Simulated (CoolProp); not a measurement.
Nitrogen along the isobar 113 bar: Z from the reference equation and from simpler models built on Tc = 126.2 K, pc = 33.96 bar, ω = 0.037; each cubic takes its own stable root.

Computed with CoolProp (reference Helmholtz-energy equation of state, Span 2000).

```json
[
 {"T (K)": "107", "phase": "liquid", "reference": "0.5035", "van der Waals": "0.6837", "Soave-Redlich-Kwong": "0.5060", "Peng-Robinson": "0.4508"},
 {"T (K)": "139.7", "phase": "supercritical", "reference": "0.5203", "van der Waals": "0.6378", "Soave-Redlich-Kwong": "0.5486", "Peng-Robinson": "0.4986"},
 {"T (K)": "172.3", "phase": "supercritical", "reference": "0.7016", "van der Waals": "0.6963", "Soave-Redlich-Kwong": "0.7362", "Peng-Robinson": "0.6890"},
 {"T (K)": "204.9", "phase": "supercritical", "reference": "0.8575", "van der Waals": "0.8053", "Soave-Redlich-Kwong": "0.8821", "Peng-Robinson": "0.8368"},
 {"T (K)": "237.5", "phase": "supercritical", "reference": "0.9393", "van der Waals": "0.8850", "Soave-Redlich-Kwong": "0.9591", "Peng-Robinson": "0.9181"},
 {"T (K)": "270.1", "phase": "supercritical", "reference": "0.9846", "van der Waals": "0.9346", "Soave-Redlich-Kwong": "1.001", "Peng-Robinson": "0.9649"},
 {"T (K)": "302.8", "phase": "supercritical", "reference": "1.011", "van der Waals": "0.9663", "Soave-Redlich-Kwong": "1.026", "Peng-Robinson": "0.9934"},
 {"T (K)": "335.4", "phase": "supercritical", "reference": "1.027", "van der Waals": "0.9871", "Soave-Redlich-Kwong": "1.040", "Peng-Robinson": "1.011"},
 {"T (K)": "368", "phase": "supercritical", "reference": "1.038", "van der Waals": "1.001", "Soave-Redlich-Kwong": "1.048", "Peng-Robinson": "1.023"}
]
```
